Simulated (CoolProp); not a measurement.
Methanol along the isotherm 578 K: Z from the reference equation and from simpler models built on Tc = 513.4 K, pc = 8216 kPa, ω = 0.565; each cubic takes its own stable root.

Values from CoolProp's reference Helmholtz-energy equation of state, de Reuck 1993.

```csv
p (kPa),phase,reference
1470,gas,0.9627
2930,gas,0.9221
4400,gas,0.8788
5870,gas,0.8340
7340,gas,0.7879
8800,supercritical,0.7391
10300,supercritical,0.6861
11700,supercritical,0.6388
13200,supercritical,0.5850
14700,supercritical,0.5272
16100,supercritical,0.4776
17600,supercritical,0.4371
19100,supercritical,0.4161
20500,supercritical,0.4072
```

### Question
How far does each simpler model (Soave-Redlich-Kwong, Peng-Robinson) lie from the reference over these 14 states: mean and median of the absolute difference, and the worst?

### Answer
- Soave-Redlich-Kwong: mean 12.4 %, median 5.1 %, worst +40.8 % at 578 K and 20500 kPa
- Peng-Robinson: mean 8.5 %, median 1.6 %, worst +30.9 % at 578 K and 20500 kPa
